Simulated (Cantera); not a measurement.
# Reactions in the system C-Fe-O

Source: NASA polynomial tables (part measured, part estimated), evaluated in Cantera. Values are per mole of reaction as written; species without (g) are pure solids or liquids, kept so even where they would boil at 1 bar.

10 C + Fe₂O₃ + 7 O(g) → 2 Fe(CO)₅(g)

```csv
T (K),ΔH° (kJ),ΔS° (J/K),ΔG° (kJ),log10 K
848,-2393.1,-422.5,-2034.8,125.34
948,-2399.2,-429.3,-1992.2,109.77
1048,-2404.3,-434.4,-1949.0,97.14
1148,-2408.7,-438.5,-1905.3,86.69
1248,-2412.8,-441.9,-1861.3,77.90
1348,-2416.7,-444.9,-1817.0,70.41
1448,-2420.4,-447.6,-1772.4,63.93
1548,-2424.2,-450.1,-1727.5,58.29
1648,-2428.1,-452.5,-1682.3,53.32
1748,-2432.0,-454.8,-1637.0,48.92
```
